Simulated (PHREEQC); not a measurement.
A solution holds 2.8 mol KCl and 5 mol KBr per kg of water, at 20 °C. Closed to the air; pH follows from the charge balance.

All values are PHREEQC results (Pitzer model, pitzer.dat), not measurements.

Precipitation was switched off in this run.

Question: Estimate the activity of water, osmotic coefficient, density.

Answer: activity of water 0.738; osmotic coefficient 1.083; density 1.399 g/cm³.

The solution is supersaturated, for example in Sylvite, so a real one may precipitate; this is no full list.
